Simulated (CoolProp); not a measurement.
Vapour pressure (kPa) of C3F8 (R218): the reference equation beside estimates from Tc = 345.0 K, pc = 2640 kPa, ω = 0.317.

Values from CoolProp's reference Helmholtz-energy equation of state, Lemmon 2006. It is a short technical equation, of lower accuracy than the large ones.

| T (K) | reference | Lee-Kesler | Redlich-Kwong | Soave-Redlich-Kwong |
|---|---|---|---|---|
| 246.3 | 155.5 | ? | 271.9 | 155.6 |
| 251.5 | 191.6 | 192.2 | 322.0 | 192.1 |
| 256.8 | 234.6 | 235.6 | 379.6 | 235.6 |
| 262 | 283.6 | 285.0 | 442.8 | 285.3 |
| 267.2 | ? | 341.8 | 513.1 | 342.6 |
| 272.4 | 404.5 | 406.7 | 590.7 | 408.2 |
| 277.6 | 477.7 | 480.4 | 676.2 | 482.9 |
| 282.8 | 560.4 | 563.6 | 769.8 | 567.4 |
| 288.1 | ? | 658.9 | 873.9 | 664.5 |
| 293.3 | 759.5 | ? | 985.0 | 771.2 |
| 298.5 | 875.7 | 880.1 | 1105 | 890.2 |
| 303.7 | 1005 | 1009 | ? | 1022 |

Q: Some entries are withheld; supply them.

A: 
- 246.3, Lee-Kesler: 155.8
- 267.2, reference: 340.0
- 288.1, reference: 655.3
- 293.3, Lee-Kesler: 763.5
- 303.7, Redlich-Kwong: 1235

Absolute difference from the reference over all 12 rows, mean and median: Lee-Kesler 0.5 and 0.5 %, Redlich-Kwong 45.7 and 43.8 %, Soave-Redlich-Kwong 1.0 and 1.0 %.
